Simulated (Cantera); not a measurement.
Reactions in the system Br-Ca-H-O

Standard-state values (1 bar) from the NASA 1993 polynomials, evaluated with Cantera. Values are per mole of reaction as written; species without (g) are pure solids or liquids, kept so even where they would boil at 1 bar.

2 O(g) + 2 HBr(g) + Ca → Br2(g) + Ca(OH)2

```json
[
 {"T (K)": "400", "ΔH° (kJ)": "-1380.5", "ΔS° (J/K)": "-432.7", "ΔG° (kJ)": "-1207.4", "log10 K": "157.66"},
 {"T (K)": "500", "ΔH° (kJ)": "-1379.5", "ΔS° (J/K)": "-430.7", "ΔG° (kJ)": "-1164.2", "log10 K": "121.62"},
 {"T (K)": "600", "ΔH° (kJ)": "-1378.4", "ΔS° (J/K)": "-428.5", "ΔG° (kJ)": "-1121.2", "log10 K": "97.61"},
 {"T (K)": "700", "ΔH° (kJ)": "-1377.1", "ΔS° (J/K)": "-426.6", "ΔG° (kJ)": "-1078.5", "log10 K": "80.48"},
 {"T (K)": "800", "ΔH° (kJ)": "-1376.5", "ΔS° (J/K)": "-425.8", "ΔG° (kJ)": "-1035.8", "log10 K": "67.63"},
 {"T (K)": "900", "ΔH° (kJ)": "-1374.8", "ΔS° (J/K)": "-423.8", "ΔG° (kJ)": "-993.3", "log10 K": "57.65"},
 {"T (K)": "1000", "ΔH° (kJ)": "-1373.0", "ΔS° (J/K)": "-422.0", "ΔG° (kJ)": "-951.1", "log10 K": "49.68"}
]
```
